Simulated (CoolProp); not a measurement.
Carbonyl sulfide along the isotherm 346.85 °C: fugacity coefficient from the reference equation and from simpler models built on Tc = 105.6 °C, pc = 63.69 bar, ω = 0.098; each cubic takes its own stable root.

Model: reference Helmholtz-energy equation of state, Lemmon 2006, in CoolProp. It is a short technical equation, of lower accuracy than the large ones.

```tsv
p (bar)	phase	reference
39.8	gas	0.9623
79.6	supercritical	0.9277
119	supercritical	0.8968
159	supercritical	0.8688
199	supercritical	0.8446
239	supercritical	0.8241
279	supercritical	0.8074
318	supercritical	0.7946
```

Problem. How far does each simpler model (van der Waals, Redlich-Kwong, Soave-Redlich-Kwong, Peng-Robinson) lie from the reference over these 8 states: mean and median of the absolute difference, and the worst?

Solution. 
- van der Waals: mean 5.5 %, median 6.0 %, worst -8.4 % at 346.85 °C and 318 bar
- Redlich-Kwong: mean 1.7 %, median 2.0 %, worst -2.4 % at 346.85 °C and 318 bar
- Soave-Redlich-Kwong: mean 3.0 %, median 2.9 %, worst +5.7 % at 346.85 °C and 318 bar
- Peng-Robinson: mean 1.8 %, median 2.1 %, worst -2.2 % at 346.85 °C and 239 bar
